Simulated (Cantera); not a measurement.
Cantera run, input and output.

```python
import numpy as np
import cantera as ct

gas = ct.Solution("gri30.yaml")


def delay(T, t_max=10):
    gas.TPX = T, 1700000, {'CH4': 1, 'O2': 2.27, 'N2': 8.55, 'H2O': 1.4}
    reactor = ct.IdealGasConstPressureReactor(gas, clone=False)
    net = ct.ReactorNet([reactor])
    net.rtol, net.atol = 1e-8, 1e-16
    while net.time < t_max:
        t_old, T_old = net.time, reactor.T
        net.step()
        if reactor.T > T + 400:  # ignition: a rise of 400 K
            return t_old + (T + 400 - T_old) / (reactor.T - T_old) * (net.time - t_old)
    return np.nan


taus = []
for T in [1148, 1198, 1248, 1298, 1348, 1398, 1448, 1498]:
    taus.append(delay(T))
    print(f"T0 = {T:6g} K   tau = {taus[-1]:.4e} s")
```

It prints:

```
T0 =   1148 K   tau = 4.9672e-03 s
T0 =   1198 K   tau = 2.6575e-03 s
T0 =   1248 K   tau = 1.4970e-03 s
T0 =   1298 K   tau = 8.7784e-04 s
T0 =   1348 K   tau = 5.3081e-04 s
T0 =   1398 K   tau = 3.2845e-04 s
T0 =   1448 K   tau = 2.0674e-04 s
T0 =   1498 K   tau = 1.3183e-04 s
```

Cantera simulation using GRI-Mech 3.0 (53 species, 325 reactions); the numbers are that mechanism's predictions, not measurements. The pressure lies above the range GRI-Mech 3.0 was tuned for (to about 10 atm).
